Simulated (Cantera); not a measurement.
Charge: 1 mol SiC, 0.011 mol CO2, 3.3 mol H2, 1.4 mol H2O, at 2.60 bar.

These are equilibrium values from Cantera (NASA tables, ideal gas, pure condensed phases), not measurements of a reactor. Candidate condensed phases: C, C6H6, C7H8, C8H18, H2O, Si, SiC, SiO2; 123 gas species. Mutual solubility and eutectic melting of coexisting phases are not modelled. The tables hold silica as quartz up to 1696 K and as liquid above; real silica turns to tridymite and cristobalite and melts near 1996 K. The numbers say what is thermodynamically allowed, not how fast it happens.

Question: At 1352 °C, list the 7 most abundant gas species with their mole fractions, and the condensed phases.

Answer: H2 0.942, CO 0.0546, CH4 0.00339, SiO 0.000173, H2O 1.00e-4, H 4.25e-5, C2H2 (acetylene) 3.35e-5. Condensed: C(graphite) + SiC(s) + SiO2(β-quartz).
